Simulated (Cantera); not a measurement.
Charge: 1 mol HMDSO, a varied amount of CO2, 16 mol N2, equilibrated at 1250 K and 15.0 Pa.

Cantera equilibrium calculation (NASA polynomials, part measured and part estimated; ideal gas, pure solids and liquids). Candidate condensed phases: C, C6H6, C7H8, C8H18, H2O, Si, SiC, SiO2, Si2N2O, Si3N4; 151 gas species. The feed counts by its element totals alone. N2 is the only nitrogen source here; it is nearly inert below about 1500 K, so the nitride shown seldom forms there in practice. Mutual solubility and eutectic melting of coexisting phases are not modelled. The tables hold silica as quartz up to 1696 K and as liquid above; real silica turns to tridymite and cristobalite and melts near 1996 K. Kinetics and transport are ignored.

Problem. Which condensed phases are stable at each of these points (n(CO2) (mol)): 0.19, 0.32, 0.55, 0.94, 1.6, 2.7, 4.6, 7.8?

Solution. 
| n(CO2) (mol) | condensed phases | Si condensed (%) |
|---|---|---|
| 0.19 | C(graphite) + Si2N2O(s) | 100.0 |
| 0.32 | C(graphite) + Si2N2O(s) | 100.0 |
| 0.55 | C(graphite) + Si2N2O(s) | 100.0 |
| 0.94 | C(graphite) + Si2N2O(s) | 100.0 |
| 1.6 | C(graphite) + Si2N2O(s) | 100.0 |
| 2.7 | C(graphite) + Si2N2O(s) | 100.0 |
| 4.6 | C(graphite) + Si2N2O(s) | 100.0 |
| 7.8 | SiO2(β-quartz) + Si2N2O(s) | 99.8 |

From 0.19 mol CO2 to 4.6 mol CO2 the condensed part is C(graphite) + Si2N2O(s). At 7.8 mol CO2 the condensed part is SiO2(β-quartz) + Si2N2O(s).
